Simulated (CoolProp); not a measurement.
n-pentane along the isobar 9.56 MPa: fugacity coefficient from the reference equation and from simpler models built on Tc = 469.7 K, pc = 3.368 MPa, ω = 0.251; each cubic takes its own stable root.

Model: reference Helmholtz-energy equation of state, Thol 2019, in CoolProp.

| T (K) | phase | reference |
|---|---|---|
| 458.8 | liquid | 0.2766 |
| 469.1 | liquid | 0.3073 |
| 479.5 | supercritical | 0.3390 |
| 489.8 | supercritical | 0.3708 |
| 500.2 | supercritical | 0.4031 |
| 510.5 | supercritical | 0.4350 |
| 520.8 | supercritical | 0.4664 |
| 531.2 | supercritical | 0.4973 |
| 541.5 | supercritical | 0.5269 |
| 551.9 | supercritical | 0.5555 |
| 562.2 | supercritical | 0.5825 |
| 572.6 | supercritical | 0.6083 |
| 582.9 | supercritical | 0.6324 |
| 593.3 | supercritical | 0.6553 |
| 603.6 | supercritical | 0.6766 |
| 614 | supercritical | 0.6968 |

Question: How far does each simpler model (van der Waals, Redlich-Kwong, Soave-Redlich-Kwong, Peng-Robinson) lie from the reference over these 16 states: mean and median of the absolute difference, and the worst?

Answer: 
- van der Waals: mean 8.7 %, median 7.3 %, worst +25.8 % at 458.8 K and 9.56 MPa
- Redlich-Kwong: mean 3.9 %, median 4.2 %, worst +8.6 % at 458.8 K and 9.56 MPa
- Soave-Redlich-Kwong: mean 5.2 %, median 5.1 %, worst +6.5 % at 458.8 K and 9.56 MPa
- Peng-Robinson: mean 1.5 %, median 1.6 %, worst -2.2 % at 603.6 K and 9.56 MPa
